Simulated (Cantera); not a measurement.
Charge: 1 mol SiH₄, 0.13 mol N₂O, 0.16 mol Cl₂, equilibrated at 9900 Pa.

These are equilibrium values from Cantera (NASA tables, ideal gas, pure condensed phases), not measurements of a reactor. Candidate condensed phases: H₂O, NH₄Cl, Si, SiO₂, Si₂N₂O, Si₃N₄; 47 gas species. Mutual solubility and eutectic melting of coexisting phases are not modelled. The tables' values for SiCl₃, SiCl are old estimates; treat these amounts as uncertain. Gases not in the tables: Si₂H₆ and higher silanes. Equilibrium is a limit: real reactors are often held back by kinetics, nucleation or transport.

log p: log10 of the partial pressure in bar; n: condensed amount in mol.

```
T (°C)  log p H₂  log p HCl  log p SiO  log p N₂  log p SiCl₂  log p SiCl₄  n Si(s)  n Si₂N₂O(s)  n Si(l)
------  --------  ---------  ---------  --------  -----------  -----------  -------  -----------  -------
977        -1.05      -2.21      -8.07     -8.07        -2.97        -3.01    0.676        0.130        0
1077       -1.05      -2.11      -6.79     -6.79        -2.72        -3.46    0.678        0.130        0
1177       -1.06      -2.08      -5.69     -5.69        -2.61        -4.05    0.677        0.130        0
1277       -1.06      -2.07      -4.73     -4.73        -2.56        -4.67    0.676        0.130        0
1377       -1.06      -2.07      -3.89     -3.89        -2.53        -5.24    0.677        0.127        0
1477       -1.07      -2.07          …         …        -2.55            …        0            …        …
1577       -1.09      -2.08          …         …        -2.60            …        0            …    0.767
1677       -1.11      -2.08      -2.28     -2.28        -2.64        -6.71        0            0    0.812
```

**Question.** Some entries are withheld; supply them.

**Answer.** 
- 1477, log p SiO: -3.13
- 1477, log p N₂: -3.13
- 1477, log p SiCl₄: -5.76
- 1477, n Si₂N₂O(s): 0.114
- 1477, n Si(l): 0.692
- 1577, log p SiO: -2.43
- 1577, log p N₂: -2.43
- 1577, log p SiCl₄: -6.27
- 1577, n Si₂N₂O(s): 0.0425
